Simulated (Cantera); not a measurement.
A closed system holds: 1 mol HCl, 1.1 mol H2O, 1.2 mol O2, equilibrated at 0.540 bar.

Method: chemical equilibrium by Gibbs-energy minimisation in Cantera with the NASA 1993 tables (ideal gas, pure condensed phases). Candidate condensed phases: H2O; 14 gas species. Kinetics and transport are ignored. All values below are at 2777 °C.

Base state: O2 0.235, H2O 0.232, HCl 0.134, Cl 0.122, OH 0.108, O 0.0883, H 0.0464, H2 0.0345 (mole fractions); condensed: gas only.

Problem. What changes in the equilibrium state with this change: H2O from 1.1 to 0.039 mol?

Solution. 
```json
[
 {"species": "O2", "before": "0.235", "after": "0.335"},
 {"species": "Cl", "before": "0.122", "after": "0.238"},
 {"species": "HCl", "before": "0.134", "after": "0.139"},
 {"species": "H2O", "before": "0.232", "after": "0.0784"},
 {"species": "H2", "before": "0.0345", "after": "0.00974"},
 {"species": "H", "before": "0.0464", "after": "0.0247"},
 {"species": "OH", "before": "0.108", "after": "0.0684"},
 {"species": "O", "before": "0.0883", "after": "0.106"},
 {"species": "Cl2", "before": "7.44e-5", "after": "0.000283"},
 {"species": "ClO", "before": "0.000384", "after": "0.000894"},
 {"species": "HO2", "before": "6.59e-5", "after": "5.00e-5"}
]
```
